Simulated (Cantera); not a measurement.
What does this Cantera script print?

```python
import numpy as np
import cantera as ct

gas = ct.Solution("gri30.yaml")
gas.TPX = 1300, 101325, {'C2H6': 1, 'N2': 5.8}
reactor = ct.IdealGasConstPressureReactor(gas, energy="off", clone=False)
net = ct.ReactorNet([reactor])
net.rtol, net.atol = 1e-08, 1e-18
show = ['C2H6', 'C2H2', 'CH3', 'C2H4', 'CH2', 'CH4', 'H2']
times = np.geomspace(0.0004, 200, 9)

steps = ct.SolutionArray(gas, extra=["t"])
rows = []
print(f"{'t/s':>10s}{'T/K':>9s}{'P/Pa':>11s}" + "".join(f"{s:>11s}" for s in show))
for t in times:
    while net.time < t:
        t_next = net.step()
        steps.append(gas.state, t=t_next)
    rows.append([np.interp(t, steps.t, y) for y in (steps.T, steps.P, *steps(*show).X.T)])
    print(f"{t:10.3e}{rows[-1][0]:9.1f}{rows[-1][1]:11.4g}" + "".join(f"{x:11.3e}" for x in rows[-1][2:]))
rate = np.gradient(steps.T, steps.t)
print("integrator steps:", len(steps.t))
if steps.T.max() > steps.T[0] + 200:
    print(f"time of steepest temperature rise: {steps.t[rate.argmax()]:.4e} s")
gas.TPX = 1300, 101325, {'C2H6': 1, 'N2': 5.8}
gas.equilibrate("TP")
print(f"equilibrium (TP): T = {gas.T:.1f} K  " + "  ".join(f"{s} {gas[s].X[0]:.3e}" for s in show))
```

Output:

```
       t/s      T/K       P/Pa       C2H6       C2H2        CH3       C2H4        CH2        CH4         H2
 4.000e-04   1300.0  1.013e+05  1.308e-01  1.119e-04  1.363e-04  1.262e-02  7.496e-09  1.978e-03  1.209e-02
 2.063e-03   1300.0  1.013e+05  7.101e-02  2.615e-03  1.008e-04  5.756e-02  5.321e-09  1.057e-02  5.796e-02
 1.064e-02   1300.0  1.013e+05  4.399e-03  1.987e-02  2.399e-05  9.130e-02  6.342e-10  2.421e-02  1.190e-01
 5.485e-02   1300.0  1.013e+05  4.677e-04  4.258e-02  7.706e-06  6.830e-02  6.996e-11  2.627e-02  1.403e-01
 2.828e-01   1300.0  1.013e+05  2.834e-04  6.807e-02  6.485e-06  3.839e-02  4.438e-11  2.929e-02  1.599e-01
 1.459e+00   1300.0  1.013e+05  2.195e-04  7.108e-02  6.498e-06  3.113e-02  3.423e-11  3.829e-02  1.541e-01
 7.521e+00   1300.0  1.013e+05  1.609e-04  6.818e-02  6.500e-06  2.600e-02  2.282e-11  5.767e-02  1.335e-01
 3.878e+01   1300.0  1.013e+05  1.106e-04  6.472e-02  6.008e-06  2.048e-02  1.417e-11  7.940e-02  1.102e-01
 2.000e+02   1300.0  1.013e+05  9.860e-05  6.358e-02  5.840e-06  1.881e-02  1.233e-11  8.620e-02  1.029e-01
integrator steps: 1657
equilibrium (TP): T = 1300.0 K  C2H6 7.535e-05  C2H2 3.851e-02  CH3 5.106e-06  C2H4 1.280e-02  CH2 1.017e-11  CH4 7.992e-02  H2 1.155e-01
```

Computed with Cantera and GRI-Mech 3.0 (53 species, 325 reactions). GRI-Mech 3.0 stops at C3 and has no aromatics, soot or wall deposition, so with more carbon than oxygen in the feed, carbon stays in small species such as C2H2 where larger ones or solid carbon would form.
